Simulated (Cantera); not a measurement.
# Equilibrium for tantalum, niobium, vanadium and zirconium in process gases: Ta + H2O + H2

A closed system holds: 1 mol Ta, 22 mol H2O, 130 mol H2, equilibrated at 0.490 Pa.

Method: chemical equilibrium by Gibbs-energy minimisation in Cantera with the NASA 1993 tables (ideal gas, pure condensed phases). Candidate condensed phases: H2O, Ta, Ta2O5; 12 gas species. Rates play no part.

| T (K) | x H | x H2 | x O | x OH | x H2O | x TaO2 | x O2 | x TaO |
|---|---|---|---|---|---|---|---|---|
| 2198 | 0.822 | 0.107 | 0.0489 | 0.00911 | 0.00850 | 0.00346 | 0.00165 | 3.29e-5 |
| 2223 | 0.845 | 0.0852 | 0.0524 | 0.00761 | 0.00532 | 0.00335 | 0.00137 | 4.45e-5 |
| 2248 | 0.863 | 0.0677 | 0.0549 | 0.00624 | 0.00326 | 0.00327 | 0.00111 | 6.11e-5 |
| 2273 | 0.878 | 0.0536 | 0.0567 | 0.00504 | 0.00198 | 0.00319 | 0.000879 | 8.46e-5 |
| 2298 | 0.890 | 0.0423 | 0.0581 | 0.00405 | 0.00120 | 0.00311 | 0.000686 | 0.000117 |
| 2323 | 0.900 | 0.0335 | 0.0591 | 0.00323 | 0.000722 | 0.00303 | 0.000532 | 0.000162 |
| 2348 | 0.907 | 0.0264 | 0.0598 | 0.00258 | 0.000437 | 0.00295 | 0.000411 | 0.000223 |
| 2373 | 0.913 | 0.0209 | 0.0603 | 0.00206 | 0.000266 | 0.00285 | 0.000317 | 0.000303 |
| 2398 | 0.917 | 0.0166 | 0.0608 | 0.00164 | 0.000162 | 0.00273 | 0.000246 | 0.000407 |
| 2423 | 0.921 | 0.0132 | 0.0612 | 0.00132 | 9.99e-5 | 0.00258 | 0.000191 | 0.000537 |
| 2448 | 0.924 | 0.0105 | 0.0615 | 0.00106 | 6.20e-5 | 0.00242 | 0.000149 | 0.000695 |
| 2473 | 0.926 | 0.00844 | 0.0618 | 0.000853 | 3.88e-5 | 0.00222 | 0.000117 | 0.000879 |
| 2498 | 0.927 | 0.00678 | 0.0621 | 0.000691 | 2.44e-5 | 0.00201 | 9.19e-5 | 0.00109 |
| 2523 | 0.928 | 0.00547 | 0.0624 | 0.000561 | 1.55e-5 | 0.00178 | 7.26e-5 | 0.00131 |
x: gas mole fraction; nothing condenses.

From 2198 K to 2523 K nothing is condensed. The main Ta-bearing gas is TaO2 throughout.
